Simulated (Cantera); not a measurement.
Charge: 1 mol HgO, 0.11 mol H2, equilibrated at 0.00480 bar.

Cantera equilibrium calculation (NASA polynomials, part measured and part estimated; ideal gas, pure solids and liquids). Candidate condensed phases: H2O, Hg, HgO; 10 gas species. Rates play no part.

Task: Which condensed phases are stable at each of these points (T (K)): 525, 575, 625, 675, 725, 775, 825, 875, 925, 975?

Result: 
| T (K) | condensed phases | Hg condensed (%) |
|---|---|---|
| 525 | HgO(s) | 86.2 |
| 575 | gas only | 0.0 |
| 625 | gas only | 0.0 |
| 675 | gas only | 0.0 |
| 725 | gas only | 0.0 |
| 775 | gas only | 0.0 |
| 825 | gas only | 0.0 |
| 875 | gas only | 0.0 |
| 925 | gas only | 0.0 |
| 975 | gas only | 0.0 |

At 525 K the condensed part is HgO(s). From 575 K to 975 K nothing is condensed.
